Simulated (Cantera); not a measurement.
Input: 1 mol Si, 2.7 mol H2, 1.3 mol HCl, equilibrated at 1.00 bar.

Equilibrium computed with Cantera from the NASA thermochemical tables; the gas is ideal and each condensed phase is pure. Candidate condensed phases: Si; 19 gas species. The numbers say what is thermodynamically allowed, not how fast it happens.

Over these rows the condensed part is Si(s). Partial pressures as log10 of bar:

| T (K) | 1000/T (1/K) | log p SiCl2 | log p H2 | log p SiCl4 | log p HCl | log p SiHCl3 |
|---|---|---|---|---|---|---|
| 1100 | 0.9091 | -2.99 | -0.05 | -1.26 | -1.68 | -1.47 |
| 1150 | 0.8696 | -2.67 | -0.06 | -1.28 | -1.54 | -1.49 |
| 1200 | 0.8333 | -2.39 | -0.06 | -1.31 | -1.41 | -1.52 |
| 1250 | 0.8000 | -2.14 | -0.06 | -1.35 | -1.30 | -1.56 |
| 1300 | 0.7692 | -1.92 | -0.07 | -1.41 | -1.21 | -1.61 |
| 1350 | 0.7407 | ? | -0.08 | -1.48 | -1.13 | -1.67 |

**Question.** Fit log p(SiCl2) = a + b·(1000/T) to the five rows, give the apparent enthalpy, and predict the row at 1350 K.

**Answer.** Means: 1000/T = 0.8362, log p = -2.422. Sxy = -0.093626, Sxx = 0.0122378, so b = -7.65 and a = -2.422 − (-7.65)×0.8362 = 3.98.
Apparent enthalpy: −19.145 × (-7.65) = 146 kJ/mol. With the condensed phases at unit activity, 1/2 Si(s) + 1/2 SiCl4(g) = SiCl2(g) links this pressure to the main gases: over the six rows their terms move log p by -0.11 in all, so the slope isn't that reaction's ΔH° alone. The five rows lie within 0.02 of the line.
Prediction at 1350 K: 3.98 + (-7.65)×0.7407 = -1.69. The computed value is -1.73, 0.04 from the line.
